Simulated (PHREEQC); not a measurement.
0.33 g of hydrous ferric oxide (600 m²/g; 0.2 weak and 0.005 strong sites per Fe, Dzombak-Morel constants, diffuse double layer) in 1 kg of water with 0.01 mol/kgw of an inert sodium salt and 1.9e-05 mol Ag2SO4 and 0.00046 mol ZnSO4, at 25 °C; the pH is set by adding NaOH or the inert anion's acid. Oxygen alone is held at its pressure in air (log pO2 = -0.68). CO2 from the air is kept out. Precipitation was switched off in this run.

The series has 17 steps of pH, from 4 to 12.

Computed with PHREEQC (ion-association model, wateq4f.dat).

Near which pH is half of the S sorbed, and on which side is more sorbed?

Near pH 5.3, with more sorbed at lower pH.

Near which pH is half of the Ag sorbed, and on which side is more sorbed?

Near pH 9.7, with more sorbed at higher pH.

Near which pH is half of the Zn sorbed, and on which side is more sorbed?

Near pH 6.8, with more sorbed at higher pH.

Along this series the solution becomes supersaturated in solids that the run did not let form, among them Zn(OH)2-e, Zn4(OH)6SO4. Complexes and solids missing from the database can't appear.
